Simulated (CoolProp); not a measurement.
Vapour-liquid equilibrium of propylene (1) + R115 (2) at 1090 kPa; x and y are mole fractions of (1).

The numbers come from the multi-fluid Helmholtz-energy mixture model, Lemmon 2013 and Lemmon 2016; pair parameters Bell 2016 in CoolProp.

```json
[
 {"x": "0.05", "bubble temperature, mixture model (°C)": "30.3", "bubble temperature, Raoult's law (°C)": "31.8", "y, mixture model": "0.084", "y, Raoult's law": "0.063"},
 {"x": "0.125", "bubble temperature, mixture model (°C)": "27.6", "bubble temperature, Raoult's law (°C)": "31.0", "y, mixture model": "0.195", "y, Raoult's law": "0.153"},
 {"x": "0.2", "bubble temperature, mixture model (°C)": "25.3", "bubble temperature, Raoult's law (°C)": "30.2", "y, mixture model": "0.291", "y, Raoult's law": "0.241"},
 {"x": "0.275", "bubble temperature, mixture model (°C)": "23.5", "bubble temperature, Raoult's law (°C)": "29.5", "y, mixture model": "0.373", "y, Raoult's law": "0.325"},
 {"x": "0.35", "bubble temperature, mixture model (°C)": "22.0", "bubble temperature, Raoult's law (°C)": "28.7", "y, mixture model": "(withheld)", "y, Raoult's law": "0.406"},
 {"x": "0.425", "bubble temperature, mixture model (°C)": "20.9", "bubble temperature, Raoult's law (°C)": "28.0", "y, mixture model": "(withheld)", "y, Raoult's law": "0.485"},
 {"x": "0.5", "bubble temperature, mixture model (°C)": "20.0", "bubble temperature, Raoult's law (°C)": "27.3", "y, mixture model": "0.562", "y, Raoult's law": "0.560"},
 {"x": "0.575", "bubble temperature, mixture model (°C)": "19.5", "bubble temperature, Raoult's law (°C)": "26.6", "y, mixture model": "(withheld)", "y, Raoult's law": "0.633"},
 {"x": "0.65", "bubble temperature, mixture model (°C)": "19.2", "bubble temperature, Raoult's law (°C)": "25.9", "y, mixture model": "0.664", "y, Raoult's law": "0.703"},
 {"x": "0.725", "bubble temperature, mixture model (°C)": "19.2", "bubble temperature, Raoult's law (°C)": "25.2", "y, mixture model": "0.717", "y, Raoult's law": "0.771"},
 {"x": "0.8", "bubble temperature, mixture model (°C)": "19.4", "bubble temperature, Raoult's law (°C)": "24.5", "y, mixture model": "0.774", "y, Raoult's law": "0.836"},
 {"x": "0.875", "bubble temperature, mixture model (°C)": "(withheld)", "bubble temperature, Raoult's law (°C)": "23.8", "y, mixture model": "0.842", "y, Raoult's law": "0.900"},
 {"x": "0.95", "bubble temperature, mixture model (°C)": "21.4", "bubble temperature, Raoult's law (°C)": "23.1", "y, mixture model": "0.927", "y, Raoult's law": "0.961"}
]
```

**Question.** Fill in the missing entries.

**Answer.** 
- 0.35, y, mixture model: 0.444
- 0.425, y, mixture model: 0.506
- 0.575, y, mixture model: 0.614
- 0.875, bubble temperature, mixture model (°C): 20.1

The largest gap from Raoult's law is -7.3 K in bubble temperature, at x = 0.5. y crosses x between x = 0.65 and 0.725: the model has an azeotrope there.

Pair parameters are fitted to limited data, so mixtures are less certain than the pure fluids.
